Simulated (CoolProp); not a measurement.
Properties of o-xylene along the isotherm 112.55 °C (Tc = 357.1 °C, pc = 37.37 bar, ω = 0.312).

Computed with CoolProp (reference Helmholtz-energy equation of state, Zhou 2012).

```csv
p (bar),phase,isothermal compressibility (1/MPa),Prandtl number
1.33,liquid,0.001532,5.92
2.67,liquid,0.001528,5.93
4,liquid,0.001525,5.93
5.34,liquid,0.001521,5.94
6.67,liquid,0.001518,5.94
8.01,liquid,0.001514,5.94
9.34,liquid,0.001510,5.95
10.7,liquid,0.001507,5.95
12,liquid,0.001503,5.95
13.3,liquid,0.001500,5.96
14.7,liquid,0.001496,5.96
16,liquid,0.001493,5.96
17.4,liquid,0.001489,5.97
18.7,liquid,0.001486,5.97
```

Viscosity comes from a separate model (Cao 2016). Thermal conductivity comes from a separate model (Mylona 2014).
